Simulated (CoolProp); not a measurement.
A single-stage vapour-compression cycle with R227EA: evaporating at 291.15 K (dew point), condensing at 335.15 K (bubble point), superheat 8 K, subcooling 2 K, compressor efficiency 0.8, no pressure losses. Each further row changes one setting.

Values from CoolProp's reference Helmholtz-energy equation of state, Lemmon 2016.

```
case                              cooling COP  pressure ratio  discharge temperature (K)  refrigerating effect (kJ/kg)  volumetric capacity (kJ/m³)
--------------------------------  -----------  --------------  -------------------------  ----------------------------  ---------------------------
as stated                          (withheld)            3.38                      335.8                          70.6                         1970
evaporating temperature 296.15 K         4.43      (withheld)                 (withheld)                          73.8                         2410
condensing temperature 330.15 K          4.45            2.99                 (withheld)                    (withheld)                         2150
subcooling 7 K                     (withheld)            3.38                      335.8                          77.2                         2150
superheat 18 K                           3.91            3.38                 (withheld)                          79.3                         2110
compressor efficiency 0.7                3.24            3.38                      338.3                          70.6                         1970
```

Problem. Fill in the missing entries.

Solution. 
- as stated, cooling COP: 3.70
- evaporating temperature 296.15 K, pressure ratio: 2.89
- evaporating temperature 296.15 K, discharge temperature (K): 336.6
- condensing temperature 330.15 K, discharge temperature (K): 331.5
- condensing temperature 330.15 K, refrigerating effect (kJ/kg): 77.1
- subcooling 7 K, cooling COP: 4.04
- superheat 18 K, discharge temperature (K): 344.9
